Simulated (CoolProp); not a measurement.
A closed Brayton cycle with nitrogen: compressor inlet 307.15 K and 5.8 MPa, high pressure 17 MPa, turbine inlet 655 K, compressor efficiency 0.8, turbine efficiency 0.93, recuperator effectiveness 0.8 (on enthalpy, no pinch check). Each further row changes one setting.

Computed with CoolProp (reference Helmholtz-energy equation of state, Span 2000).

```csv
case,thermal efficiency (%),net work (kJ/kg),compressor to turbine work,compressor exit (K),turbine exit (K)
as stated,14.2,27.0,0.85,446.7,496.5
turbine inlet 605 K,7.9,13.4,0.92,446.7,(withheld)
compressor inlet 317.15 K,(withheld),(withheld),(withheld),461.1,496.5
high pressure 14.4 MPa,(withheld),(withheld),0.81,(withheld),(withheld)
recuperator effectiveness 0.5,13.0,27.0,0.85,446.7,496.5
```

Problem. What belongs in the gaps?

Solution. 
- turbine inlet 605 K, turbine exit (K): 457.3
- compressor inlet 317.15 K, thermal efficiency (%): 11.7
- compressor inlet 317.15 K, net work (kJ/kg): 21.9
- compressor inlet 317.15 K, compressor to turbine work: 0.88
- high pressure 14.4 MPa, thermal efficiency (%): 16.7
- high pressure 14.4 MPa, net work (kJ/kg): 29.5
- high pressure 14.4 MPa, compressor exit (K): 422.2
- high pressure 14.4 MPa, turbine exit (K): 518.3
